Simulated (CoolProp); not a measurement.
Water along the isotherm 617.1 K: density (kg/m³) from the reference equation and from simpler models built on Tc = 647.1 K, pc = 22060 kPa, ω = 0.344; each cubic takes its own stable root.

Values from CoolProp's reference Helmholtz-energy equation of state, Wagner 2002.

```json
[
 {"p (kPa)": "105", "phase": "gas", "reference": "0.3694", "Redlich-Kwong": "0.3694", "Soave-Redlich-Kwong": "0.3694"},
 {"p (kPa)": "169", "phase": "gas", "reference": "0.5952", "Redlich-Kwong": "0.5952", "Soave-Redlich-Kwong": "0.5952"},
 {"p (kPa)": "273", "phase": "gas", "reference": "0.9633", "Redlich-Kwong": "0.9632", "Soave-Redlich-Kwong": "0.9633"},
 {"p (kPa)": "441", "phase": "gas", "reference": "1.561", "Redlich-Kwong": "1.561", "Soave-Redlich-Kwong": "1.561"},
 {"p (kPa)": "713", "phase": "gas", "reference": "2.537", "Redlich-Kwong": "2.536", "Soave-Redlich-Kwong": "2.537"},
 {"p (kPa)": "1150", "phase": "gas", "reference": "4.125", "Redlich-Kwong": "4.123", "Soave-Redlich-Kwong": "4.125"},
 {"p (kPa)": "1860", "phase": "gas", "reference": "6.767", "Redlich-Kwong": "6.758", "Soave-Redlich-Kwong": "6.765"},
 {"p (kPa)": "3010", "phase": "gas", "reference": "11.22", "Redlich-Kwong": "11.19", "Soave-Redlich-Kwong": "11.21"},
 {"p (kPa)": "4860", "phase": "gas", "reference": "18.91", "Redlich-Kwong": "18.79", "Soave-Redlich-Kwong": "18.85"},
 {"p (kPa)": "7850", "phase": "gas", "reference": "33.23", "Redlich-Kwong": "32.64", "Soave-Redlich-Kwong": "32.85"},
 {"p (kPa)": "12700", "phase": "gas", "reference": "66.21", "Redlich-Kwong": "61.99", "Soave-Redlich-Kwong": "63.13"},
 {"p (kPa)": "20500", "phase": "liquid", "reference": "626.2", "Redlich-Kwong": "392.8", "Soave-Redlich-Kwong": "414.7"},
 {"p (kPa)": "33100", "phase": "liquid", "reference": "668.4", "Redlich-Kwong": "440.5", "Soave-Redlich-Kwong": "454.1"}
]
```
